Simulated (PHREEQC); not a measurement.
A made-up water analysis in mg/L, 25 °C, pH 6.61, pe 10.7:

```tsv
constituent	mg/L
Na	26.5
K	0.00102
Ca	40.6
Mg	101
Cl	73.2
S(6) as SO4	339
Alkalinity as HCO3	433
Sr	10.5
```

Valence states are taken as typed.

The numbers come from PHREEQC with the ion-association model, phreeqc.dat.

Problem. The ionic strength comes out as 0.0189 mol/kgw. What activity coefficients do Ca+2, NaSO4-, Na+, SO4-2, Cl- get?

Solution. Ca+2 0.59, NaSO4- 0.88, Na+ 0.87, SO4-2 0.59, Cl- 0.87.

Precipitation was switched off in this run. Complexes and solids missing from the database can't appear.
